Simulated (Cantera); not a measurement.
A Cantera script and what it prints.

```python
import numpy as np
import cantera as ct

gas_names = """
    C CN CO CO2 C2 CCN CNC C2N2 C2O C3 C3O2 C4 C4N2 C5 Fe FeC5O5 FeO N NCO NO NO2 NO3 N2 N2O O O2 O3
""".split()
cond_names = """
    C(gr) Fe(a) Fe(c) Fe(d) Fe(L) FeC5O5(L) FeO(s) FeO(L) Fe2O3(s) Fe3O4(s)
""".split()


# ... load() reads the species with a 1 bar reference pressure and builds the phases ...
atoms = {
    'Fe(CO)5': {'Fe': 1, 'C': 5, 'O': 5},
    'N2': {'N': 2},
}
top_T = {'C(gr)': 4500, 'Fe2O3(s)': 1830, 'Fe3O4(s)': 1870}  # K; cautious upper limits of use, not melting points


# ... equilibrate(T, P, feed) seeds the gas with the atoms and calls Mixture.equilibrate('TP', solver="vcs", rtol=1e-11, max_steps=5000) ...
results = []
feed = {'Fe(CO)5': 1, 'N2': 7.5}  # mol
T = 925  # K
for P in [10, 52, 270, 1400, 7200, 37000, 190000, 1000000]:
    mix = equilibrate(T, P, feed)
    results.append((T, P, feed, dict(zip(mix.species_names, mix.species_moles))))

top = {s: max(r[3][s] / sum(r[3][g] for g in gas_names) for r in results) for s in gas_names}
cols = sorted((s for s in top if top[s] > 0.0001), key=lambda s: -top[s])[:5]
seen = [c for c in cond_names if any(r[3].get(c, 0) > 1e-12 for r in results)]
print("log10 of partial pressures in bar; condensed amounts in mol")
print(f"{'P/Pa':>10s}" + "".join(f"{s[:9]:>10s}" for s in cols + seen))
for T, P, feed, n in results:
    ng = sum(n[g] for g in gas_names)
    print(f"{P:10.4g}" + "".join(f"{np.log10(max(n[s] / ng * P / 1e5, 1e-99)):10.3f}" for s in cols)
          + "".join(f"{n.get(c, 0):10.4g}" for c in seen))
```

Result:

```
log10 of partial pressures in bar; condensed amounts in mol
      P/Pa        N2        CO       CO2     C(gr)     Fe(a)    FeO(s)
        10    -4.222    -4.398    -8.318  0.000601         1         0
        52    -3.506    -3.682    -6.887  0.003119         1         0
       270    -2.790    -2.969    -5.460   0.01605         1         0
      1400    -2.073    -2.263    -4.048   0.07941         1         0
      7200    -1.353    -1.591    -2.704    0.3339         1         0
   3.7e+04    -0.614    -1.009    -1.539     1.085     0.806     0.194
   1.9e+05     0.143    -0.556    -0.635     2.251         0         1
     1e+06     0.881    -0.129     0.219     2.634         0         1
```

Equilibrium computed with Cantera from the NASA thermochemical tables; the gas is ideal and each condensed phase is pure. The tables' stoichiometric FeO is somewhat more stable than real wüstite, so its field is too wide. FeO: taken at fixed stoichiometry. Condensed phases not in the tables: cementite and carbon dissolved in iron.
